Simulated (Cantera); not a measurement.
An isothermal, constant-pressure homogeneous reactor starts with CH₄ : N₂ = 1 : 4.1 (molar parts), at 1350 K and 0.133 bar. Integrator tolerance rtol = 1e-08.

Computed with Cantera and GRI-Mech 3.0 (53 species, 325 reactions). GRI-Mech 3.0 stops at C3 and has no aromatics, soot or wall deposition, so with more carbon than oxygen in the feed, carbon stays in small species such as C2H2 where larger ones or solid carbon would form.

Task: What does this change do: N2 4.1 to 2.5 parts?

Result: 
```json
[
 {"quantity": "x(CH₄) at 200 s", "before": "0.0641 (gas-phase equilibrium 0.0147)", "after": "0.0849 (gas-phase equilibrium 0.0272)"},
 {"quantity": "x(C₂H) at 200 s", "before": "3.29e-10 (gas-phase equilibrium 3.68e-10)", "after": "4.07e-10 (gas-phase equilibrium 4.77e-10)"},
 {"quantity": "x(H₂) at 200 s", "before": "0.164 (gas-phase equilibrium 0.226)", "after": "0.232 (gas-phase equilibrium 0.299)"},
 {"quantity": "x(HCN) at 200 s", "before": "4.07e-10 (gas-phase equilibrium 0.0687)", "after": "2.98e-10 (gas-phase equilibrium 0.0761)"},
 {"quantity": "x(CH₂) at 200 s", "before": "7.13e-11 (gas-phase equilibrium 3.70e-11)", "after": "7.38e-11 (gas-phase equilibrium 5.19e-11)"},
 {"quantity": "x(H) at 200 s", "before": "1.51e-6 (gas-phase equilibrium 3.12e-6)", "after": "1.89e-6 (gas-phase equilibrium 3.59e-6)"}
]
```

Task: What does this change do: pressure from 0.133 bar to 0.000240 bar?

Result: 
| quantity | before | after |
|---|---|---|
| x(CH₄) at 200 s | 0.0641 (gas-phase equilibrium 0.0147) | 0.190 (gas-phase equilibrium 3.20e-5) |
| x(C₂H) at 200 s | 3.29e-10 (gas-phase equilibrium 3.68e-10) | 5.39e-11 (gas-phase equilibrium 9.52e-9) |
| x(H₂) at 200 s | 0.164 (gas-phase equilibrium 0.226) | 0.00653 (gas-phase equilibrium 0.246) |
| x(HCN) at 200 s | 4.07e-10 (gas-phase equilibrium 0.0687) | 1.16e-11 (gas-phase equilibrium 0.0727) |
| x(CH₂) at 200 s | 7.13e-11 (gas-phase equilibrium 3.70e-11) | 1.03e-8 (gas-phase equilibrium 4.13e-11) |
| x(H) at 200 s | 1.51e-6 (gas-phase equilibrium 3.12e-6) | 5.90e-7 (gas-phase equilibrium 7.68e-5) |
Radical loss at walls, strong at low pressure, is not modelled.
